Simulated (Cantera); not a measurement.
Input: 1 mol CH3SiCl3, 0.4 mol C3H8, 750 mol H2, at 2100 K.

Cantera equilibrium calculation (NASA polynomials, part measured and part estimated; ideal gas, pure solids and liquids). Candidate condensed phases: C, C6H6, C7H8, C8H18, Si, SiC; 109 gas species. The feed counts by its element totals alone. Gases not in the tables: Si2H6 and higher silanes. Kinetics and transport are ignored.

Task: Which condensed phases are stable at each of these points (P (Pa)): 100, 240, 560, 1300, 3200, 7500, 18000, 42000, 100000?

Result: 
```tsv
P (Pa)	condensed phases	Si condensed (%)
100	C(graphite)	0.0
240	gas only	0.0
560	gas only	0.0
1300	SiC(s)	19.8
3200	SiC(s)	62.1
7500	SiC(s)	81.2
18000	SiC(s)	90.4
42000	SiC(s)	94.4
100000	SiC(s)	96.2
```

At 1.00 mbar the condensed part is C(graphite). From 2.40 mbar to 5.60 mbar nothing is condensed. From 13.0 mbar to 1.00 bar the condensed part is SiC(s).
